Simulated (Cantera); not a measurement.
Feed: 1 mol TEOS, 3.5 mol O₃, 10 mol H₂, equilibrated at 74.0 Pa.

These are equilibrium values from Cantera (NASA tables, ideal gas, pure condensed phases), not measurements of a reactor. Candidate condensed phases: C, C₆H₆, C₇H₈, C₈H₁₈, H₂O, Si, SiC, SiO₂; 123 gas species. The feed counts by its element totals alone. The tables hold silica as quartz up to 1696 K and as liquid above; real silica turns to tridymite and cristobalite and melts near 1996 K. Equilibrium is a limit: real reactors are often held back by kinetics, nucleation or transport.

Problem. What share of the Si ends up in condensed phases as a function of T (°C), at 900, 1000, 1100, 1200, 1300, 1400, 1500?

Solution. 
```tsv
T (°C)	Si condensed (%)	as
900	100.0	SiO₂(β-quartz)
1000	100.0	SiO₂(β-quartz)
1100	100.0	SiO₂(β-quartz)
1200	100.0	SiO₂(β-quartz)
1300	99.8	SiO₂(β-quartz)
1400	97.7	SiO₂(β-quartz)
1500	81.4	SiO₂(condensed)
```
